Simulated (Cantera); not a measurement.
A closed system holds: 1 mol Fe(CO)5, 7.4 mol H2, equilibrated at 36.0 mbar.

Method: chemical equilibrium by Gibbs-energy minimisation in Cantera with the NASA 1993 tables (ideal gas, pure condensed phases). Candidate condensed phases: C, C6H6, C7H8, C8H18, Fe, Fe(CO)5, FeO, Fe(OH)2, Fe(OH)3, Fe2O3, Fe3O4, H2O; 114 gas species. Condensed phases not in the tables: cementite and carbon dissolved in iron. Rates play no part.

x: gas mole fraction; n: condensed amount in mol.

```json
[
 {"T (°C)": "575", "x H2": "0.605", "x CO": "0.278", "x CO2": "0.0636", "x H2O": "0.0447", "x CH4": "?", "n C(graphite)": "1.11", "n Fe(α)": "1.00", "n Fe(γ)": "0"},
 {"T (°C)": "675", "x H2": "0.596", "x CO": "0.384", "x CO2": "0.00932", "x H2O": "0.00799", "x CH4": "?", "n C(graphite)": "0.184", "n Fe(α)": "1.00", "n Fe(γ)": "0"},
 {"T (°C)": "775", "x H2": "0.596", "x CO": "0.401", "x CO2": "0.00128", "x H2O": "0.00161", "x CH4": "?", "n C(graphite)": "0.0265", "n Fe(α)": "1.00", "n Fe(γ)": "0"},
 {"T (°C)": "875", "x H2": "0.596", "x CO": "0.403", "x CO2": "0.000238", "x H2O": "0.000416", "x CH4": "?", "n C(graphite)": "0.00432", "n Fe(α)": "1.00", "n Fe(γ)": "0"},
 {"T (°C)": "975", "x H2": "0.597", "x CO": "0.403", "x CO2": "5.78e-5", "x H2O": "0.000133", "x CH4": "?", "n C(graphite)": "0.000592", "n Fe(α)": "0", "n Fe(γ)": "1.00"},
 {"T (°C)": "1075", "x H2": "0.597", "x CO": "0.403", "x CO2": "1.85e-5", "x H2O": "5.35e-5", "x CH4": "?", "n C(graphite)": "0", "n Fe(α)": "0", "n Fe(γ)": "1.000"},
 {"T (°C)": "1175", "x H2": "0.597", "x CO": "0.403", "x CO2": "8.10e-6", "x H2O": "2.84e-5", "x CH4": "?", "n C(graphite)": "0", "n Fe(α)": "0", "n Fe(γ)": "1.000"},
 {"T (°C)": "1275", "x H2": "0.597", "x CO": "0.403", "x CO2": "4.35e-6", "x H2O": "1.79e-5", "x CH4": "?", "n C(graphite)": "0", "n Fe(α)": "0", "n Fe(γ)": "1.000"},
 {"T (°C)": "1375", "x H2": "0.596", "x CO": "0.403", "x CO2": "2.86e-6", "x H2O": "1.36e-5", "x CH4": "?", "n C(graphite)": "0", "n Fe(α)": "0", "n Fe(γ)": "0.999"}
]
```

Q: What belongs in the gaps?

A: 
- 575, x CH4: 0.00844
- 675, x CH4: 0.00219
- 775, x CH4: 0.000746
- 875, x CH4: 0.000305
- 975, x CH4: 0.000143
- 1075, x CH4: 7.06e-5
- 1175, x CH4: 3.30e-5
- 1275, x CH4: 1.56e-5
- 1375, x CH4: 7.12e-6
